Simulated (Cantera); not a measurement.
**Halide evaporation, hydrolysis and transport: CaF₂ + H₂O + H₂**

Feed: 1 mol CaF₂, 0.21 mol H₂O, 210 mol H₂, at 750 Torr.

Method: chemical equilibrium by Gibbs-energy minimisation in Cantera with the NASA 1993 tables (ideal gas, pure condensed phases). Candidate condensed phases: Ca, CaF₂, CaO, Ca(OH)₂, H₂O; 29 gas species. Mutual solubility and eutectic melting of coexisting phases are not modelled. Rates play no part.

At 798 K the condensed part is CaF₂(s). From 898 K to 1598 K the condensed part is CaF₂(s) + CaO(s). From 1698 K to 1898 K the condensed part is CaF₂(l) + CaO(s). From 1998 K to 2098 K the condensed part is CaO(s).

```
T (K)  log p H₂  log p HF  log p H  log p CaF₂  log p CaF  log p H₂O  n CaF₂(s)  n CaO(s)  n CaF₂(l)
-----  --------  --------  -------  ----------  ---------  ---------  ---------  --------  ---------
798        0.00     -7.59   -11.57        <-12       <-12      -3.00      1.000         0          0
898        0.00     -6.56    -9.96        <-12       <-12      -3.00      1.000   2.91e-5          0
998        0.00     -5.73    -8.67        <-12       <-12      -3.00      1.000  0.000194          0
1098       0.00     -5.07    -7.61      -10.93       <-12      -3.00      0.999  0.000904          0
1198       0.00     -4.51    -6.72       -9.26       <-12      -3.01      0.997   0.00322          0
1298       0.00     -4.06    -5.97       -7.87     -10.28      -3.02      0.991   0.00924          0
1398       0.00     -3.68    -5.33       -6.68      -8.80      -3.05      0.978    0.0222          0
1498       0.00     -3.37    -4.77       -5.68      -7.51      -3.10      0.955    0.0447          0
1598       0.00     -3.13    -4.27       -4.82      -6.38      -3.20      0.920    0.0772          0
1698       0.00     -2.96    -3.84       -4.08      -5.36      -3.34          0     0.114      0.867
1798       0.00     -2.85    -3.45       -3.47      -4.47      -3.50          0     0.143      0.776
1898       0.00     -2.73    -3.11       -2.94      -3.69      -3.60          0     0.157      0.540
1998       0.00     -2.56    -2.80       -2.53      -3.13      -3.49          0     0.141          0
2098       0.00     -2.50    -2.51       -2.58      -2.96      -3.16          0    0.0614          0
```
log p: log10 of the partial pressure in bar; n: condensed amount in mol.
